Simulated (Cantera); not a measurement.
A perfectly stirred reactor is fed with CH4 : H2O = 1 : 4.2 (molar parts), at 0.220 bar; it is held at 1625 K, and followed from long to short residence time.

Computed with Cantera and GRI-Mech 3.0 (53 species, 325 reactions).

**Question.** What does this change do: H2O 4.2 to 0.78 parts?

**Answer.** 
| quantity | before | after |
|---|---|---|
| x(CH4) at τ = 1.90 s | 0.0329 | 0.0705 |
| x(H2O) at τ = 1.90 s | 0.554 | 0.205 |
| x(C2H) at τ = 1.90 s | 2.39e-8 | 7.39e-8 |
| x(CH3) at τ = 1.90 s | 0.000168 | 0.000253 |
| x(C2H6) at τ = 1.90 s | 1.07e-5 | 2.26e-5 |
| x(CH4) at τ = 47.0 ms | 0.119 | 0.332 |
| x(H2O) at τ = 47.0 ms | 0.752 | 0.372 |
| x(C2H) at τ = 47.0 ms | 2.89e-8 | 4.29e-8 |
| x(CH3) at τ = 47.0 ms | 0.000693 | 0.00110 |
| x(C2H6) at τ = 47.0 ms | 0.000218 | 0.000532 |

**Question.** What does this change do: temperature 1625 to 1950 K?

**Answer.** 
| quantity | before | after |
|---|---|---|
| x(CH4) at τ = 1.90 s | 0.0329 | 0.000988 |
| x(H2O) at τ = 1.90 s | 0.554 | 0.421 |
| x(C2H) at τ = 1.90 s | 2.39e-8 | 5.01e-9 |
| x(CH3) at τ = 1.90 s | 0.000168 | 6.61e-5 |
| x(C2H6) at τ = 1.90 s | 1.07e-5 | 1.72e-8 |
| x(CH4) at τ = 47.0 ms | 0.119 | 0.0137 |
| x(H2O) at τ = 47.0 ms | 0.752 | 0.490 |
| x(C2H) at τ = 47.0 ms | 2.89e-8 | 7.77e-7 |
| x(CH3) at τ = 47.0 ms | 0.000693 | 0.000951 |
| x(C2H6) at τ = 47.0 ms | 0.000218 | 3.63e-6 |
